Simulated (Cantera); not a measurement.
**Boron, boron nitride and boron oxide: B + NH3 + H2O**

Charge: 1 mol B, 4 mol NH3, 9.8 mol H2O, at 1425 K and 1330 Pa.

These are equilibrium values from Cantera (NASA tables, ideal gas, pure condensed phases), not measurements of a reactor. Candidate condensed phases: B, BN, B2O3, B3O3H3, H2O; 39 gas species. Gases not in the tables: H3BO3. Rates play no part.

```
Property                                 Result
------------------------------------  ---------
x(H2O)                                    0.427
x(H2)                                     0.410
x(N2)                                     0.109
x(HBO2)                                  0.0540
x(B2O3)                                0.000203
x((HBO2)3)                              9.09e-5
x(H)                                    3.78e-5
x(HBO)                                  1.73e-5
gas amount                            18.30 mol
log10 activity of B(s) (absent)           -7.86
log10 activity of B3O3H3(s) (absent)     -17.56
```
